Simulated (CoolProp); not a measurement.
Properties of methanol along the isobar 0.389 MPa.

Model: reference Helmholtz-energy equation of state, de Reuck 1993, in CoolProp.

```
T (°C)   phase         Z  cv (kJ/(kg K))  Joule-Thomson coefficient (K/MPa)  isothermal compressibility (1/MPa)  Prandtl number  fugacity coefficient
------  ------  --------  --------------  ---------------------------------  ----------------------------------  --------------  --------------------
-33.65  liquid  0.007435           1.849                            -0.3784                           0.0008562            16.7             0.0009003
-19.55  liquid  0.007136           1.896                                  ?                           0.0009386            12.8              0.002741
-5.35   liquid  0.006869           1.954                            -0.3569                            0.001030            10.2              0.007385
8.75    liquid  0.006632           2.021                            -0.3429                            0.001130            8.39               0.01771
22.85   liquid  0.006422           2.095                            -0.3263                                   ?            7.06               0.03867
37.05   liquid  0.006234           2.177                            -0.3068                            0.001368            6.07               0.07827
51.15   liquid  0.006068           2.263                            -0.2844                            0.001514            5.33                0.1469
65.35   liquid  0.005922           2.353                                  ?                            0.001688            4.76                0.2604
79.45   liquid         ?           2.444                            -0.2290                                   ?            4.31                     ?
```

What belongs in the gaps?


- -19.55, Joule-Thomson coefficient (K/MPa): -0.3686
- 22.85, isothermal compressibility (1/MPa): 0.001241
- 65.35, Joule-Thomson coefficient (K/MPa): -0.2585
- 79.45, Z: 0.005797
- 79.45, isothermal compressibility (1/MPa): 0.001898
- 79.45, fugacity coefficient: 0.4352

Viscosity comes from a separate model (Xiang 2006). Thermal conductivity comes from a separate model (Sykioti 2013).
